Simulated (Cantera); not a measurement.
A freely propagating, adiabatic, planar premixed flame of H2 : O2 : N2 : H2O = 1 : 0.893 : 3.36 : 0.86 (molar parts), unburnt at 500 K and 1.00 bar; mixture-averaged transport, grid criteria slope 0.08 and curve 0.16, no radiation.

Detailed kinetics in Cantera: the H2/O2 subset of GRI-Mech 3.0, which has no nitrogen chemistry. Burning velocities carry a grid error of a few per cent, more on coarse grids. Lean hydrogen flames are cellular in practice and burn faster than this planar one.

Problem. How do the results move with these cheaper or finer settings: unity-Lewis-number transport; multicomponent transport; multicomponent+Soret transport; grid criteria slope 0.5, curve 1; grid criteria slope 0.25, curve 0.5; grid criteria slope 0.03, curve 0.06?

Solution. 
| setting | laminar burning velocity | thermal thickness | peak x(H) | peak x(O) | grid points |
|---|---|---|---|---|---|
| as above | 91.7 cm/s | 0.466 mm | 0.00302 | 0.00220 | 106 |
| unity-Lewis-number transport | 142 cm/s | 0.308 mm | 0.00926 | 0.00428 | 104 |
| multicomponent transport | 95.4 cm/s | 0.460 mm | 0.00317 | 0.00227 | 106 |
| multicomponent+Soret transport | 86.7 cm/s | 0.475 mm | 0.00282 | 0.00213 | 107 |
| grid criteria slope 0.5, curve 1 | 99.3 cm/s | 0.547 mm | 0.00265 | 0.00204 | 29 |
| grid criteria slope 0.25, curve 0.5 | 94.2 cm/s | 0.486 mm | 0.00295 | 0.00216 | 47 |
| grid criteria slope 0.03, curve 0.06 | 96.1 cm/s | 0.450 mm | 0.00332 | 0.00234 | 239 |
Unity Lewis numbers drop preferential diffusion, which matters most where H2 and H carry the flame; Soret adds thermal diffusion.
